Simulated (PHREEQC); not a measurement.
Dissolve 0.14 mol/kgw HBr, 0.0014 mol/kgw CuSO4 and 0.00013 mol/kgw MnSO4 at 25 °C. Closed to the air; pH follows from the charge balance.

Equilibrium calculation in PHREEQC: ion-association model, phreeqc.dat.

This is a speciation only: nothing precipitates in the calculation.

Q: Order these S species by the share of S that they hold, largest first: SO4-2, CuSO4, HSO4-.

A: HSO4- (82 %), SO4-2 (17 %), CuSO4 (0.57 %)

The pH is 0.95 and the ionic strength 0.144 mol/kgw. Complexes and solids missing from the database can't appear.
